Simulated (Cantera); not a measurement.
Aluminium nitride and oxide growth: AlCl₃ + H₂O + N₂

Feed: 1 mol AlCl₃, 0.73 mol H₂O, a varied amount of N₂, equilibrated at 973.15 K and 3.40 mbar.

These are equilibrium values from Cantera (NASA tables, ideal gas, pure condensed phases), not measurements of a reactor. Candidate condensed phases: Al, AlCl₃, AlN, Al₂O₃, H₂O, NH₄Cl; 45 gas species. Condensed phases not in the tables: AlOCl. Kinetics and transport are ignored.

```json
[
 {"n(N₂) (mol)": "3.2", "x N₂": "0.619", "x HCl": "0.282", "x AlCl₃": "0.0992", "x Al₂Cl₆": "4.88e-6", "x Cl": "3.32e-6", "x H₂": "2.22e-6", "x Cl₂": "5.66e-7", "x H₂O": "1.02e-7", "n Al₂O₃(s)": "0.243"},
 {"n(N₂) (mol)": "6.1", "x N₂": "0.756", "x HCl": "0.181", "x AlCl₃": "0.0636", "x Al₂Cl₆": "2.00e-6", "x Cl": "2.52e-6", "x H₂": "1.58e-6", "x Cl₂": "3.26e-7", "x H₂O": "5.63e-8", "n Al₂O₃(s)": "0.243"},
 {"n(N₂) (mol)": "12", "x N₂": "0.859", "x HCl": "0.104", "x AlCl₃": "0.0367", "x Al₂Cl₆": "6.69e-7", "x Cl": "1.78e-6", "x H₂": "1.05e-6", "x Cl₂": "1.64e-7", "x H₂O": "2.71e-8", "n Al₂O₃(s)": "0.243"},
 {"n(N₂) (mol)": "22", "x N₂": "0.918", "x HCl": "0.0609", "x AlCl₃": "0.0214", "x Al₂Cl₆": "2.27e-7", "x Cl": "1.26e-6", "x H₂": "7.14e-7", "x Cl₂": "8.22e-8", "x H₂O": "1.32e-8", "n Al₂O₃(s)": "0.243"},
 {"n(N₂) (mol)": "43", "x N₂": "0.956", "x HCl": "0.0325", "x AlCl₃": "0.0114", "x Al₂Cl₆": "6.46e-8", "x Cl": "8.42e-7", "x H₂": "4.57e-7", "x Cl₂": "3.65e-8", "x H₂O": "5.70e-9", "n Al₂O₃(s)": "0.243"},
 {"n(N₂) (mol)": "81", "x N₂": "0.976", "x HCl": "0.0176", "x AlCl₃": "0.00619", "x Al₂Cl₆": "1.90e-8", "x Cl": "5.65e-7", "x H₂": "2.98e-7", "x Cl₂": "1.64e-8", "x H₂O": "2.52e-9", "n Al₂O₃(s)": "0.243"},
 {"n(N₂) (mol)": "150", "x N₂": "0.987", "x HCl": "0.00961", "x AlCl₃": "0.00338", "x Al₂Cl₆": "5.66e-9", "x Cl": "3.80e-7", "x H₂": "1.97e-7", "x Cl₂": "7.41e-9", "x H₂O": "1.12e-9", "n Al₂O₃(s)": "0.243"},
 {"n(N₂) (mol)": "290", "x N₂": "0.993", "x HCl": "0.00500", "x AlCl₃": "0.00176", "x Al₂Cl₆": "1.53e-9", "x Cl": "2.47e-7", "x H₂": "1.26e-7", "x Cl₂": "3.13e-9", "x H₂O": "4.70e-10", "n Al₂O₃(s)": "0.243"}
]
```
x: gas mole fraction; n: condensed amount in mol.

From 3.2 mol N₂ to 290 mol N₂ the condensed part is Al₂O₃(s). The main Al-bearing gas is AlCl₃ throughout.
